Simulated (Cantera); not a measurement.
Cantera run:

```python
import numpy as np
import cantera as ct

gas_names = """
    O O2 O3 Ta TaO TaO2
""".split()
cond_names = """
    Ta(cr) Ta(L) Ta2O5(s) Ta2O5(L)
""".split()


def load(file, names, dense=False):
    # The tables refer to 1 bar. Condensed volumes are neglected.
    table = {s.name: s for s in ct.Species.list_from_file(file)}
    out = []
    for n in names:
        d = dict(table[n].input_data)
        d["thermo"] = dict(d["thermo"], **{"reference-pressure": 1e5})
        if dense:
            d["equation-of-state"] = {"model": "constant-volume", "density": "1e6 g/cm^3"}
        out.append(ct.Species.from_dict(d))
    return out


gas = ct.Solution(thermo="ideal-gas", species=load("nasa_gas.yaml", gas_names))
cond = {s.name: ct.Solution(thermo="fixed-stoichiometry", species=[s], name=s.name)
        for s in load("nasa_condensed.yaml", cond_names, dense=True)}
atoms = {
    'Ta': {'Ta': 1},
    'O2': {'O': 2},
}
top_T = {}  # K; cautious upper limits of use, not melting points


def equilibrate(T, P, feed):
    n = {}
    for name, mol in feed.items():
        for a, k in atoms[name].items():
            n[a] = n.get(a, 0.0) + k * mol
    gas.TPX = T, P, n
    mass = sum(n.values()) * gas.mean_molecular_weight
    gas.equilibrate("TP")
    valid = [c for c in cond.values() if c.min_temp <= T <= top_T.get(c.name, c.max_temp)]
    mix = ct.Mixture([(gas, mass / gas.mean_molecular_weight)] + [(c, 0.0) for c in valid])
    mix.T, mix.P = T, P
    mix.equilibrate("TP", solver="vcs", rtol=1e-11, max_steps=5000)
    return mix


results = []
T = 2748.15  # K
P = 4.3  # Pa
for m in [0.011, 0.024, 0.054, 0.12, 0.27, 0.61, 1.4]:
    feed = {'Ta': 1, 'O2': m}  # mol
    mix = equilibrate(T, P, feed)
    results.append((T, P, feed, dict(zip(mix.species_names, mix.species_moles))))
    x = sorted(zip(gas.X, gas.species_names), reverse=True)
    print(f"T = {T:g} K  P = {P:g} Pa  n(O2) = {m:g} mol  gas = {mix.phase_moles(0):.4g} mol")
    print("   x: " + "  ".join(f"{s} {v:.3e}" for v, s in x if v > 0.0001))
    print("   condensed (mol): " + ("  ".join(f"{mix.phase(i).name} {mix.phase_moles(i):.4g}"
          for i in range(1, mix.n_phases) if mix.phase_moles(i) > 1e-12) or "none"))
```

Output:

```
T = 2748.15 K  P = 4.3 Pa  n(O2) = 0.011 mol  gas = 0.02037 mol
   x: TaO 9.125e-01  TaO2 8.088e-02  O 5.924e-03  Ta 7.288e-04
   condensed (mol): Ta(cr) 0.9798
T = 2748.15 K  P = 4.3 Pa  n(O2) = 0.024 mol  gas = 0.04444 mol
   x: TaO 9.125e-01  TaO2 8.088e-02  O 5.924e-03  Ta 7.288e-04
   condensed (mol): Ta(cr) 0.9558
T = 2748.15 K  P = 4.3 Pa  n(O2) = 0.054 mol  gas = 0.09999 mol
   x: TaO 9.125e-01  TaO2 8.088e-02  O 5.924e-03  Ta 7.288e-04
   condensed (mol): Ta(cr) 0.9006
T = 2748.15 K  P = 4.3 Pa  n(O2) = 0.12 mol  gas = 0.2222 mol
   x: TaO 9.125e-01  TaO2 8.088e-02  O 5.924e-03  Ta 7.288e-04
   condensed (mol): Ta(cr) 0.7791
T = 2748.15 K  P = 4.3 Pa  n(O2) = 0.27 mol  gas = 0.4999 mol
   x: TaO 9.125e-01  TaO2 8.088e-02  O 5.924e-03  Ta 7.288e-04
   condensed (mol): Ta(cr) 0.503
T = 2748.15 K  P = 4.3 Pa  n(O2) = 0.61 mol  gas = 1.017 mol
   x: TaO 7.833e-01  TaO2 1.994e-01  O 1.702e-02  Ta 2.178e-04
   condensed (mol): none
T = 2748.15 K  P = 4.3 Pa  n(O2) = 1.4 mol  gas = 1.914 mol
   x: O 4.727e-01  TaO2 4.576e-01  TaO 6.471e-02  O2 4.938e-03
   condensed (mol): none
```

These are equilibrium values from Cantera (NASA tables, ideal gas, pure condensed phases), not measurements of a reactor. Condensed phases not in the tables: N, O or C dissolved in the metal.
